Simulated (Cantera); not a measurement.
**Ignition delay**

Mixture: 6.96 % C3H8, 16.6 % O2, 62.3 % N2, 13.9 % H2O, 0.237 % CO2, equivalence ratio 2.1, at 1.01 bar, adiabatic and at constant volume. Ignition delay is the time to a rise of 400 K.

Model: GRI-Mech 3.0 (53 species, 325 reactions), integrated in Cantera. GRI-Mech 3.0 was tuned for natural gas; its chemistry of propane as a main component is partial and can be far from experiment.

```
T0 (K)  delay (ms)
------  ----------
1175          12.5
1225          4.61
1275          1.88
1325         0.842
1375         0.413
1425         0.220
1475         0.127
1525        0.0785
1575        0.0516
1625        0.0359
```

- apparent activation energy between 1525 and 1625 K = 160 kJ/mol
